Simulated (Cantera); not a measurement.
## Premixed flame

A freely propagating, adiabatic, planar premixed flame of H₂ : O₂ : N₂ = 1 : 0.526 : 1.95 (molar parts), equivalence ratio 0.95, unburnt at 700 K and 7500 Torr; mixture-averaged transport, grid criteria slope 0.08 and curve 0.16, no radiation.

Computed with Cantera and the H2/O2 subset of GRI-Mech 3.0, which has no nitrogen chemistry. The hydrogen kinetics of GRI-Mech 3.0 are dated; newer H2 mechanisms differ, most at raised pressure. Burning velocities carry a grid error of a few per cent, more on coarse grids.

```tsv
z (mm)	T (K)	u (m/s)	x H₂	x O₂	x HO₂	x H₂O	x H	x O
-0.0791	700	8.19	0.288	0.151	<1e-8	<1e-8	<1e-8	<1e-8
-0.0528	700	8.19	0.288	0.151	1.44e-8	1.13e-7	<1e-8	<1e-8
-0.0396	700	8.18	0.287	0.151	1.50e-7	9.79e-7	<1e-8	<1e-8
-0.0264	701	8.18	0.286	0.152	4.03e-6	1.91e-5	<1e-8	3.60e-8
-0.0132	749	8.55	0.267	0.154	0.000642	0.00283	6.68e-5	1.36e-5
-0.00659	1027	11.3	0.220	0.146	0.00116	0.0330	0.00252	0.000416
0	1498	16.0	0.140	0.109	0.000610	0.116	0.0139	0.00329
0.00659	1846	19.4	0.0760	0.0632	0.000284	0.198	0.0236	0.00678
0.0132	2037	21.3	0.0488	0.0398	0.000144	0.237	0.0237	0.00799
0.0264	2229	23.1	0.0351	0.0270	6.81e-5	0.262	0.0171	0.00699
0.0528	2395	24.6	0.0276	0.0215	3.47e-5	0.280	0.00979	0.00453
0.106	2519	25.7	0.0203	0.0177	1.85e-5	0.295	0.00506	0.00263
0.211	2597	26.3	0.0144	0.0151	1.14e-5	0.305	0.00269	0.00160
```
x: mole fraction of selected species; z is measured from the peak of heat release.

| Quantity | Value |
|---|---|
| laminar burning velocity | 819 cm/s |
| thermal thickness | 0.0264 mm |
| peak x(HO₂) | 0.00129 |
| peak x(H) | 0.0245 |
| peak x(O) | 0.00803 |
| grid points | 105 |
